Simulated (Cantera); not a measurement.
A Cantera script and its output.

```python
import numpy as np
import cantera as ct

gas = ct.Solution("h2o2.yaml")
gas.TPX = 300, 101325, {'H2': 1, 'O2': 0.227, 'N2': 0.855}
flame = ct.FreeFlame(gas, width=0.04)
flame.set_refine_criteria(ratio=3, slope=0.08, curve=0.16)
flame.transport_model = "mixture-averaged"
flame.solve(loglevel=0, auto=True)
z, T = flame.grid, flame.T
thick = (T[-1] - T[0]) / np.gradient(T, z).max()
show = ['H2', 'O2', 'O', 'OH', 'H2O', 'H2O2']
print(f"laminar burning velocity  {flame.velocity[0] * 100:.3f} cm/s")
print(f"burnt temperature         {T[-1]:.1f} K")
print(f"thermal thickness         {thick * 1e3:.4f} mm")
print(f"grid points               {len(z)}")
z0 = z[flame.heat_release_rate.argmax()]
print(f"{'z/mm':>9s}{'T/K':>9s}{'u/(m/s)':>9s}" + "".join(f"{s:>11s}" for s in show))
rows = []
for k in (-3, -2, -1.5, -1, -0.5, -0.25, 0, 0.25, 0.5, 1, 2, 4, 8):
    zz = z0 + k * thick
    rows.append([k * thick, np.interp(zz, z, T), np.interp(zz, z, flame.velocity),
                 *(np.interp(zz, z, flame.X[gas.species_index(s)]) for s in show)])
    print(f"{rows[-1][0] * 1e3:9.3f}{rows[-1][1]:9.1f}{rows[-1][2]:9.3f}" + "".join(f"{x:11.3e}" for x in rows[-1][3:]))
```

Result:

```
laminar burning velocity  288.684 cm/s
burnt temperature         1978.4 K
thermal thickness         0.3267 mm
grid points               129
     z/mm      T/K  u/(m/s)         H2         O2          O         OH        H2O       H2O2
   -0.980    300.0    2.887  4.803e-01  1.090e-01  2.718e-13  4.654e-16  6.678e-12  8.479e-14
   -0.653    300.0    2.887  4.803e-01  1.090e-01  1.328e-11  1.174e-13  5.535e-10  8.182e-12
   -0.490    300.0    2.887  4.803e-01  1.090e-01  2.081e-10  7.735e-12  1.239e-08  2.021e-10
   -0.327    300.3    2.889  4.801e-01  1.091e-01  4.579e-09  1.422e-09  4.578e-07  8.707e-09
   -0.163    325.1    3.103  4.751e-01  1.099e-01  1.168e-06  8.058e-06  3.722e-04  9.801e-06
   -0.082    584.9    5.413  4.457e-01  1.055e-01  1.021e-04  8.068e-04  1.789e-02  1.024e-04
    0.000    983.5    8.845  3.844e-01  8.366e-02  8.857e-04  8.368e-04  7.187e-02  1.901e-05
    0.082   1276.5   11.366  3.129e-01  4.393e-02  2.148e-03  1.710e-03  1.502e-01  1.304e-06
    0.163   1436.2   12.762  2.700e-01  1.463e-02  1.555e-03  2.051e-03  2.057e-01  5.806e-07
    0.327   1562.5   13.820  2.556e-01  1.249e-03  5.085e-04  2.034e-03  2.326e-01  2.908e-07
    0.653   1665.6   14.633  2.623e-01  1.444e-04  3.149e-04  2.071e-03  2.364e-01  1.902e-07
    1.307   1762.0   15.372  2.709e-01  7.651e-05  1.941e-04  1.883e-03  2.385e-01  1.071e-07
    2.614   1842.8   15.978  2.782e-01  3.792e-05  9.826e-05  1.496e-03  2.405e-01  5.227e-08
```

Model: the H2/O2 subset of GRI-Mech 3.0, which has no nitrogen chemistry, integrated in Cantera. Burning velocities carry a grid error of a few per cent, more on coarse grids.
